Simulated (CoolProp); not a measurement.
o-xylene at several states: fugacity coefficient from the reference equation and from simpler models built on Tc = 357.1 °C, pc = 3.737 MPa, ω = 0.312; each cubic takes its own stable root.

The numbers come from the reference Helmholtz-energy equation of state, Zhou 2012 in CoolProp.

```csv
T (°C),p (MPa),phase,reference
102.35,12.3,liquid,0.003818
220.95,6.19,liquid,0.09400
33.85,0.388,liquid,0.003881
159.65,0.0285,gas,0.9890
47.95,0.0104,liquid,0.2957
```

### Question
How far does each simpler model (van der Waals, Redlich-Kwong, Peng-Robinson) lie from the reference over these 5 states: mean and median of the absolute difference, and the worst?

### Answer
- van der Waals: mean 1461.0 %, median 236.9 %, worst +5602.1 % at 33.85 °C and 0.388 MPa
- Redlich-Kwong: mean 149.1 %, median 166.4 %, worst +294.0 % at 33.85 °C and 0.388 MPa
- Peng-Robinson: mean 1.8 %, median 1.6 %, worst +3.8 % at 33.85 °C and 0.388 MPa

At some of these states van der Waals, Redlich-Kwong gives the other phase, because its saturation line lies elsewhere.
